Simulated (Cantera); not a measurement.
Input: 1 mol CH3Cl, 0.046 mol F2, at 3548 K and 200 Pa.

Cantera equilibrium calculation (NASA polynomials, part measured and part estimated; ideal gas, pure solids and liquids). Candidate condensed phases: C, C6H6, C7H8, C8H18; 118 gas species. The numbers say what is thermodynamically allowed, not how fast it happens.

Base state: H 0.603, Cl 0.203, C 0.152, F 0.0154, C2 0.0129, C3 0.00835, HF 0.00299, H2 0.00168 (mole fractions); condensed: gas only.

**Question.** What changes in the equilibrium state with this change: F2 from 0.046 to 1 mol?

**Answer.** 
```tsv
species	before	after
H	0.603	0.416
F	0.0154	0.262
Cl	0.203	0.151
HF	0.00299	0.0351
C2	0.0129	0.00785
C	0.152	0.119
CF	0.000337	0.00449
C2H	0.000255	0.000107
H2	0.00168	0.000800
C3	0.00835	0.00399
```
